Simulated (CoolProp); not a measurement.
Vapour-liquid equilibrium of cyclohexane (1) + o-xylene (2) at 108.45 °C; x and y are mole fractions of (1).

Model: multi-fluid Helmholtz-energy mixture model, Zhou 2014 and Zhou 2012; pair parameters Bell 2016, in CoolProp.

| x | bubble pressure, mixture model (MPa) | bubble pressure, Raoult's law (MPa) | y, mixture model | y, Raoult's law |
|---|---|---|---|---|
| 0.05 | 0.04810 | 0.04431 | 0.299 | 0.245 |
| 0.2 | 0.08328 | 0.07165 | 0.649 | 0.607 |
| 0.35 | 0.1134 | 0.09899 | 0.781 | 0.769 |
| 0.5 | 0.1394 | 0.1263 | 0.854 | 0.861 |
| 0.65 | 0.1630 | 0.1537 | 0.904 | 0.920 |
| 0.8 | 0.1857 | 0.1810 | 0.946 | 0.961 |
| 0.95 | 0.2092 | 0.2084 | 0.986 | 0.992 |

The largest gap from Raoult's law is +16.2 % in bubble pressure, at x = 0.2. No azeotrope shows between x = 0.05 and 0.95.

Pair parameters are fitted to limited data, so mixtures are less certain than the pure fluids.
